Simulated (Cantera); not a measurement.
Charge: 1 mol SiCl4, 0.038 mol C2H2, 49 mol H2, 0.009 mol C2H4, equilibrated at 2.80 mbar.

These are equilibrium values from Cantera (NASA tables, ideal gas, pure condensed phases), not measurements of a reactor. Candidate condensed phases: C, C6H6, C7H8, C8H18, Si, SiC; 109 gas species. Mutual solubility and eutectic melting of coexisting phases are not modelled. The tables' values for SiCl, SiCl3 are old estimates; treat these amounts as uncertain. Gases not in the tables: Si2H6 and higher silanes. Rates play no part. All values below are at 1875 K.

Base state: H2 0.917, HCl 0.0568, H 0.0119, SiCl2 0.00982, Si 0.00324, SiCl 0.000573, Cl 0.000556, SiH 0.000152 (mole fractions); condensed: Si(l) + SiC(s).

Problem. What changes in the equilibrium state with this change: C2H4 from 0.009 to 0.22 mol?

Solution. 
```tsv
species	before	after
H2	0.917	0.916
HCl	0.0568	0.0623
H	0.0119	0.0119
SiCl2	0.00982	0.00690
Si	0.00324	0.00189
Si2	2.43e-5	8.27e-6
SiH2	4.56e-5	2.66e-5
SiH	0.000152	8.86e-5
Si2C	5.03e-5	2.94e-5
Si(l), mol	0.187	0
SiC(s), mol	0.0914	0.514
```
The tables' values for SiCl are old estimates; treat these amounts as uncertain.
